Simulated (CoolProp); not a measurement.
Nitrogen along the isobar 11800 kPa: Z from the reference equation and from simpler models built on Tc = -147.0 °C, pc = 3396 kPa, ω = 0.037; each cubic takes its own stable root.

The numbers come from the reference Helmholtz-energy equation of state, Span 2000 in CoolProp.

```json
[
 {"T (°C)": "-166.95", "phase": "liquid", "reference": "0.5254", "Redlich-Kwong": "0.5272", "Peng-Robinson": "0.4695"},
 {"T (°C)": "-145.95", "phase": "supercritical", "reference": "0.5153", "Redlich-Kwong": "0.5309", "Peng-Robinson": "0.4772"},
 {"T (°C)": "-125.05", "phase": "supercritical", "reference": "0.5652", "Redlich-Kwong": "0.5917", "Peng-Robinson": "0.5489"},
 {"T (°C)": "-104.15", "phase": "supercritical", "reference": "0.6831", "Redlich-Kwong": "0.6993", "Peng-Robinson": "0.6712"},
 {"T (°C)": "-83.15", "phase": "supercritical", "reference": "0.7978", "Redlich-Kwong": "0.7992", "Peng-Robinson": "0.7796"},
 {"T (°C)": "-62.25", "phase": "supercritical", "reference": "0.8764", "Redlich-Kwong": "0.8694", "Peng-Robinson": "0.8551"},
 {"T (°C)": "-41.35", "phase": "supercritical", "reference": "0.9288", "Redlich-Kwong": "0.9171", "Peng-Robinson": "0.9070"},
 {"T (°C)": "-20.35", "phase": "supercritical", "reference": "0.9646", "Redlich-Kwong": "0.9502", "Peng-Robinson": "0.9436"},
 {"T (°C)": "0.55", "phase": "supercritical", "reference": "0.9896", "Redlich-Kwong": "0.9735", "Peng-Robinson": "0.9696"},
 {"T (°C)": "21.45", "phase": "supercritical", "reference": "1.008", "Redlich-Kwong": "0.9903", "Peng-Robinson": "0.9886"},
 {"T (°C)": "42.45", "phase": "supercritical", "reference": "1.021", "Redlich-Kwong": "1.003", "Peng-Robinson": "1.003"},
 {"T (°C)": "63.35", "phase": "supercritical", "reference": "1.030", "Redlich-Kwong": "1.012", "Peng-Robinson": "1.013"},
 {"T (°C)": "84.25", "phase": "supercritical", "reference": "1.037", "Redlich-Kwong": "1.019", "Peng-Robinson": "1.021"},
 {"T (°C)": "105.25", "phase": "supercritical", "reference": "1.042", "Redlich-Kwong": "1.024", "Peng-Robinson": "1.027"},
 {"T (°C)": "126.15", "phase": "supercritical", "reference": "1.046", "Redlich-Kwong": "1.028", "Peng-Robinson": "1.032"},
 {"T (°C)": "147.15", "phase": "supercritical", "reference": "1.049", "Redlich-Kwong": "1.031", "Peng-Robinson": "1.035"}
]
```
